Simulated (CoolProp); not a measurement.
Vapour pressure (bar) of cis-2-butene: the reference equation beside estimates from Tc = 435.8 K, pc = 42.36 bar, ω = 0.202.

Computed with CoolProp (reference Helmholtz-energy equation of state, Lemmon 2005). It is a short technical equation, of lower accuracy than the large ones.

```json
[
 {"T (K)": "201.3", "reference": "[?]", "van der Waals": "0.6752", "Soave-Redlich-Kwong": "0.01527"},
 {"T (K)": "207.9", "reference": "0.02536", "van der Waals": "0.8511", "Soave-Redlich-Kwong": "0.02536"},
 {"T (K)": "214.5", "reference": "0.04077", "van der Waals": "1.058", "Soave-Redlich-Kwong": "0.04064"},
 {"T (K)": "221.1", "reference": "0.06341", "van der Waals": "1.299", "Soave-Redlich-Kwong": "0.06307"},
 {"T (K)": "227.7", "reference": "[?]", "van der Waals": "1.578", "Soave-Redlich-Kwong": "0.09506"},
 {"T (K)": "234.3", "reference": "0.1406", "van der Waals": "[?]", "Soave-Redlich-Kwong": "0.1395"},
 {"T (K)": "240.9", "reference": "0.2015", "van der Waals": "2.256", "Soave-Redlich-Kwong": "0.1999"},
 {"T (K)": "247.5", "reference": "0.2825", "van der Waals": "2.662", "Soave-Redlich-Kwong": "0.2802"},
 {"T (K)": "254.1", "reference": "0.3879", "van der Waals": "3.115", "Soave-Redlich-Kwong": "0.3850"},
 {"T (K)": "260.7", "reference": "0.5227", "van der Waals": "3.619", "Soave-Redlich-Kwong": "[?]"},
 {"T (K)": "267.3", "reference": "0.6925", "van der Waals": "4.176", "Soave-Redlich-Kwong": "0.6885"},
 {"T (K)": "273.9", "reference": "0.9033", "van der Waals": "4.789", "Soave-Redlich-Kwong": "0.8990"},
 {"T (K)": "280.5", "reference": "1.161", "van der Waals": "5.459", "Soave-Redlich-Kwong": "1.157"}
]
```

Question: What belongs in the gaps?

Answer: 
- 201.3, reference: 0.01520
- 227.7, reference: 0.09572
- 234.3, van der Waals: 1.895
- 260.7, Soave-Redlich-Kwong: 0.5192

Absolute difference from the reference over all 13 rows, mean and median: van der Waals 1484.5 and 1019.6 %, Soave-Redlich-Kwong 0.6 and 0.6 %.
